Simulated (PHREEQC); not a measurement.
1 kg of water holding 0.31 mol/kgw SrCl2, 0.6 mol/kgw CaCl2 and 0.05 mol/kgw MgCl2 is evaporated at 25 °C; the solids stay in contact with the brine. No CO2 enters from the air. Only these solids could form: Bischofite, Brucite, Portlandite, MgCl2_4H2O.

All values are PHREEQC results (Pitzer model, pitzer.dat), not measurements.

| water left (kg) | ionic strength | water activity | Cl in solution (mol/kgw) | Sr in solution (mol/kgw) | Mg in solution (mol/kgw) |
|---|---|---|---|---|---|
| 1 | 2.88 | 0.948 | 1.92 | 0.310 | 0.0500 |
| 0.8219 | 3.50 | 0.934 | 2.34 | 0.377 | 0.0608 |
| 0.6755 | 4.26 | 0.914 | 2.84 | 0.459 | 0.0740 |
| 0.5552 | 5.19 | 0.888 | 3.46 | 0.558 | 0.0901 |
| 0.4563 | 6.31 | 0.853 | 4.21 | 0.679 | 0.110 |
| 0.375 | 7.68 | 0.805 | 5.12 | 0.827 | 0.133 |
| 0.3082 | 9.34 | 0.741 | 6.23 | 1.01 | 0.162 |
| 0.2533 | 11.4 | 0.659 | 7.58 | 1.22 | 0.197 |
| 0.2082 | 13.8 | 0.556 | 9.22 | 1.49 | 0.240 |
| 0.1711 | 16.8 | 0.434 | 11.2 | 1.81 | 0.292 |

Complexes and solids missing from the database can't appear.
